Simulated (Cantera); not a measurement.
An isothermal, constant-pressure homogeneous reactor starts with CH4 : H2 : H = 0.018 : 1 : 0.097 (molar parts), at 1348 K and 9300 Pa. Integrator tolerance rtol = 1e-08.

Model: GRI-Mech 3.0 (53 species, 325 reactions), integrated in Cantera. GRI-Mech 3.0 stops at C3 and has no aromatics, soot or wall deposition, so with more carbon than oxygen in the feed, carbon stays in small species such as C2H2 where larger ones or solid carbon would form.

### Question
What does this change do: H2 1 to 0.6 parts?

### Answer
```tsv
quantity	before	after
x(CH4) at 20.0 s	0.0143 (gas-phase equilibrium 0.0147)	0.0219 (gas-phase equilibrium 0.0219)
x(H2) at 20.0 s	0.984 (gas-phase equilibrium 0.984)	0.976 (gas-phase equilibrium 0.976)
x(H) at 20.0 s	7.69e-6 (gas-phase equilibrium 7.58e-6)	7.55e-6 (gas-phase equilibrium 7.54e-6)
x(C2H) at 20.0 s	5.74e-12 (gas-phase equilibrium 4.79e-12)	1.11e-11 (gas-phase equilibrium 1.10e-11)
x(C2H4) at 20.0 s	0.000156 (gas-phase equilibrium 0.000133)	0.000304 (gas-phase equilibrium 0.000301)
x(CH2) at 20.0 s	1.15e-11 (gas-phase equilibrium 1.15e-11)	1.73e-11 (gas-phase equilibrium 1.73e-11)
```
